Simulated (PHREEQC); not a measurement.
Dissolve 1.4 mmol/kgw H2SO4 and 22 mmol/kgw LiCl at 56 °C. Closed to the air; pH follows from the charge balance.

All values are PHREEQC results (ion-association model, phreeqc.dat), not measurements.

This is a speciation only: nothing precipitates in the calculation.

Problem. Order these S species by the share of S that they hold, largest first: LiSO4-, SO4-2, HSO4-.

Solution. SO4-2 (75 %), HSO4- (21 %), LiSO4- (3.8 %)

The pH is 2.66 and the ionic strength 0.0255 mol/kgw. Species that the database lacks are ignored. At this temperature some constants are extrapolated from 25 °C, and those without enthalpy data are left unchanged.
